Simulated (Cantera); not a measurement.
Input: 1 mol Cr, 0.048 mol H2O, 13 mol H2, held at 0.00398 Torr.

These are equilibrium values from Cantera (NASA tables, ideal gas, pure condensed phases), not measurements of a reactor. Candidate condensed phases: Cr, Cr2O3, H2O; 13 gas species. The numbers say what is thermodynamically allowed, not how fast it happens. All values below are at 2223 K.

Base state: H 0.862, H2 0.0959, Cr 0.0403, O 0.00146, OH 0.000234, H2O 0.000180, CrO 6.41e-5 (mole fractions); condensed: gas only.

**Question.** What changes in the equilibrium state with this change: pressure from 0.00398 Torr to 44.3 Torr?

**Answer.** 
```
species    before     after
-------  --------  --------
H2         0.0959     0.902
Cr         0.0403    0.0701
H           0.862    0.0250
O         0.00146   2.44e-7
OH       0.000234   1.27e-5
H2O      0.000180   0.00315
CrO       6.41e-5  0.000207
```
